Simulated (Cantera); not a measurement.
Mixture: CH4 : H2 : O2 : N2 = 1 : 0.051 : 4.22 : 27 (molar parts), at 760 Torr, adiabatic and at constant volume. Ignition delay is the time to a rise of 400 K.

Model: GRI-Mech 3.0 (53 species, 325 reactions), integrated in Cantera.

**Question.** What does this change do: CH4 1 to 1.7 parts?

**Answer.** 
```
quantity                                                before       after
--------------------------------------------------  ----------  ----------
delay at 1125 K                                        76.2 ms     0.129 s
delay at 1275 K                                        11.3 ms     17.6 ms
delay at 1425 K                                        2.13 ms     2.99 ms
delay at 1575 K                                       0.571 ms    0.694 ms
delay at 1725 K                                       0.204 ms    0.221 ms
apparent activation energy between 1575 and 1725 K  160 kJ/mol  170 kJ/mol
```

**Question.** What does this change do: 2.1 parts H2O added?

**Answer.** 
| quantity | before | after |
|---|---|---|
| delay at 1125 K | 76.2 ms | 80.3 ms |
| delay at 1275 K | 11.3 ms | 12.8 ms |
| delay at 1425 K | 2.13 ms | 2.41 ms |
| delay at 1575 K | 0.571 ms | 0.606 ms |
| delay at 1725 K | 0.204 ms | 0.215 ms |
| apparent activation energy between 1575 and 1725 K | 160 kJ/mol | 160 kJ/mol |
